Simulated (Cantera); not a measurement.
Oxide etching and cleaning by halides: B2O3 + HF

Charge: 1 mol B2O3, 19 mol HF, held at 0.100 bar.

Equilibrium computed with Cantera from the NASA thermochemical tables; the gas is ideal and each condensed phase is pure. Candidate condensed phases: B, B2O3, B3O3H3, H2O; 43 gas species. Gases not in the tables: H3BO3. The numbers say what is thermodynamically allowed, not how fast it happens.

From 975 K to 1675 K nothing is condensed.

```tsv
T (K)	x HF	x H2O	x BF3	x BOF	x HBO2	x H2
975	0.722	0.167	0.111	1.60e-6	8.50e-8	9.86e-8
1075	0.722	0.167	0.111	2.35e-5	1.39e-6	6.61e-7
1175	0.723	0.166	0.111	0.000218	1.40e-5	3.22e-6
1275	0.724	0.165	0.109	0.00139	9.51e-5	1.22e-5
1375	0.731	0.158	0.104	0.00618	0.000428	3.76e-5
1475	0.748	0.143	0.0894	0.0183	0.00118	9.45e-5
1575	0.774	0.119	0.0681	0.0366	0.00199	0.000200
1675	0.798	0.0964	0.0469	0.0553	0.00245	0.000372
```
x: gas mole fraction; nothing condenses.
